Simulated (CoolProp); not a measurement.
Vapour-liquid equilibrium of benzene (1) + toluene (2) at 164.75 °C; x and y are mole fractions of (1).

Model: multi-fluid Helmholtz-energy mixture model, Thol 2012 and Lemmon 2006; pair parameters Bell 2016, in CoolProp.

```json
[
 {"x": "0.05", "bubble pressure, mixture model (kPa)": "(withheld)", "bubble pressure, Raoult's law (kPa)": "399.8", "y, mixture model": "0.089", "y, Raoult's law": "0.097"},
 {"x": "0.2", "bubble pressure, mixture model (kPa)": "455.3", "bubble pressure, Raoult's law (kPa)": "459.5", "y, mixture model": "0.318", "y, Raoult's law": "0.339"},
 {"x": "0.35", "bubble pressure, mixture model (kPa)": "513.3", "bubble pressure, Raoult's law (kPa)": "519.2", "y, mixture model": "(withheld)", "y, Raoult's law": "0.524"},
 {"x": "0.5", "bubble pressure, mixture model (kPa)": "(withheld)", "bubble pressure, Raoult's law (kPa)": "578.9", "y, mixture model": "0.650", "y, Raoult's law": "0.672"},
 {"x": "0.65", "bubble pressure, mixture model (kPa)": "(withheld)", "bubble pressure, Raoult's law (kPa)": "638.6", "y, mixture model": "(withheld)", "y, Raoult's law": "0.792"},
 {"x": "0.8", "bubble pressure, mixture model (kPa)": "694.2", "bubble pressure, Raoult's law (kPa)": "698.3", "y, mixture model": "0.881", "y, Raoult's law": "0.891"},
 {"x": "0.95", "bubble pressure, mixture model (kPa)": "756.8", "bubble pressure, Raoult's law (kPa)": "758.0", "y, mixture model": "0.972", "y, Raoult's law": "0.975"}
]
```

Problem. Complete the blanks.

Solution. 
- 0.05, bubble pressure, mixture model (kPa): 398.5
- 0.35, y, mixture model: 0.500
- 0.5, bubble pressure, mixture model (kPa): 572.5
- 0.65, bubble pressure, mixture model (kPa): 632.8
- 0.65, y, mixture model: 0.775

The largest gap from Raoult's law is -1.1 % in bubble pressure, at x = 0.35. No azeotrope shows between x = 0.05 and 0.95.

Pair parameters are fitted to limited data, so mixtures are less certain than the pure fluids.
